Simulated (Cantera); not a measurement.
Stirred combustor or abatement burner

A perfectly stirred reactor is fed with 6.93 % CH₃OH, 19.6 % O₂, 73.5 % N₂, equivalence ratio 0.53, at 0.510 bar; it is adiabatic with a 600 K inlet, and is followed from long to short residence time, starting on the burning branch (τ in s: 0.22, 0.071, 0.023, 0.0072, 0.0023, 0.00072, 0.00023, 7.3e-05, 2.3e-05, 7.3e-06).

Cantera simulation using GRI-Mech 3.0 (53 species, 325 reactions); the numbers are that mechanism's predictions, not measurements. GRI-Mech 3.0 was tuned for natural gas; its chemistry of methanol as a main component is partial and can be far from experiment.

| τ (s) | T (K) | x CH₃OH | x O₂ | x CH₂ | x CH₂O | x O | x CH₂CO | x CH₄ |
|---|---|---|---|---|---|---|---|---|
| 0.22 | 1822 | 2.21e-6 | 0.0888 | 7.29e-10 | 1.77e-6 | 0.000236 | <1e-12 | 5.93e-9 |
| 0.071 | 1814 | 4.67e-6 | 0.0888 | 1.80e-9 | 3.85e-6 | 0.000448 | 3.81e-12 | 8.92e-9 |
| 0.023 | 1799 | 9.62e-6 | 0.0889 | 5.58e-9 | 8.17e-6 | 0.000850 | 1.87e-11 | 1.77e-8 |
| 0.0072 | 1773 | 2.06e-5 | 0.0893 | 2.20e-8 | 1.79e-5 | 0.00155 | 1.24e-10 | 4.77e-8 |
| 0.0023 | 1732 | 4.70e-5 | 0.0905 | 8.73e-8 | 4.08e-5 | 0.00244 | 9.38e-10 | 1.62e-7 |
| 0.00072 | 1667 | 0.000140 | 0.0940 | 3.16e-7 | 0.000116 | 0.00290 | 9.03e-9 | 7.36e-7 |
| 0.00023 | 600 | 0.0693 | 0.196 | <1e-12 | <1e-12 | <1e-12 | <1e-12 | <1e-12 |
| 7.3e-5 | 600 | 0.0693 | 0.196 | <1e-12 | <1e-12 | <1e-12 | <1e-12 | <1e-12 |
| 2.3e-5 | 600 | 0.0693 | 0.196 | <1e-12 | <1e-12 | <1e-12 | <1e-12 | <1e-12 |
| 7.3e-6 | 600 | 0.0693 | 0.196 | <1e-12 | <1e-12 | <1e-12 | <1e-12 | <1e-12 |
x: mole fraction; the columns are a selection and need not sum to one.
